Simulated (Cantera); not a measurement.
Cantera run, input and output.

```python
import numpy as np
import cantera as ct

gas = ct.Solution("gri30.yaml")


def delay(T, t_max=10):
    gas.TPX = T, 1800000, {'CH4': 1, 'O2': 2.94, 'N2': 19.7}
    reactor = ct.IdealGasConstPressureReactor(gas, clone=False)
    net = ct.ReactorNet([reactor])
    net.rtol, net.atol = 1e-8, 1e-16
    while net.time < t_max:
        t_old, T_old = net.time, reactor.T
        net.step()
        if reactor.T > T + 400:  # ignition: a rise of 400 K
            return t_old + (T + 400 - T_old) / (reactor.T - T_old) * (net.time - t_old)
    return np.nan


taus = []
for T in [1075, 1125, 1175, 1225, 1275, 1325]:
    taus.append(delay(T))
    print(f"T0 = {T:6g} K   tau = {taus[-1]:.4e} s")
```

Output:

```
T0 =   1075 K   tau = 1.8930e-02 s
T0 =   1125 K   tau = 9.2531e-03 s
T0 =   1175 K   tau = 4.8323e-03 s
T0 =   1225 K   tau = 2.6555e-03 s
T0 =   1275 K   tau = 1.5172e-03 s
T0 =   1325 K   tau = 8.9352e-04 s
```

Cantera simulation using GRI-Mech 3.0 (53 species, 325 reactions); the numbers are that mechanism's predictions, not measurements. The pressure lies above the range GRI-Mech 3.0 was tuned for (to about 10 atm).
